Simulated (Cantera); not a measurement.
An isothermal, constant-pressure homogeneous reactor starts with CH4 : H2 = 1 : 37 (molar parts), at 1300 K and 0.0740 atm. Integrator tolerance rtol = 1e-08.

Computed with Cantera and GRI-Mech 3.0 (53 species, 325 reactions). GRI-Mech 3.0 stops at C3 and has no aromatics, soot or wall deposition, so with more carbon than oxygen in the feed, carbon stays in small species such as C2H2 where larger ones or solid carbon would form.

Problem. What does this change do: temperature 1300 to 1575 K?

Solution. 
```json
[
 {"quantity": "x(CH4) at 10.0 s", "before": "0.0263 (gas-phase equilibrium 0.0238)", "after": "0.00955 (gas-phase equilibrium 0.00305)"},
 {"quantity": "x(H2) at 10.0 s", "before": "0.974 (gas-phase equilibrium 0.975)", "after": "0.982 (gas-phase equilibrium 0.985)"},
 {"quantity": "x(C2H6) at 10.0 s", "before": "2.92e-7 (gas-phase equilibrium 7.89e-7)", "after": "2.15e-7 (gas-phase equilibrium 4.24e-8)"},
 {"quantity": "x(CH3) at 10.0 s", "before": "1.87e-6 (gas-phase equilibrium 1.92e-6)", "after": "2.89e-5 (gas-phase equilibrium 9.52e-6)"},
 {"quantity": "x(C2H4) at 10.0 s", "before": "9.07e-6 (gas-phase equilibrium 0.000215)", "after": "8.51e-5 (gas-phase equilibrium 0.000114)"},
 {"quantity": "x(CH2) at 10.0 s", "before": "4.13e-12 (gas-phase equilibrium 4.84e-12)", "after": "3.86e-9 (gas-phase equilibrium 1.33e-9)"}
]
```
